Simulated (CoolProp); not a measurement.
Ethylene at 299.81 K and 0.597 MPa is throttled through a valve to 0.298 MPa with no heat exchange. Each further row changes one setting.

Values from CoolProp's reference Helmholtz-energy equation of state, Smukala 2000.

```csv
case,temperature change (K),final density (kg/m³)
as stated,-3.1,3.45
outlet pressure 0.0894 MPa,-5.2,1.03
outlet pressure 0.387 MPa,-2.1,4.49
```
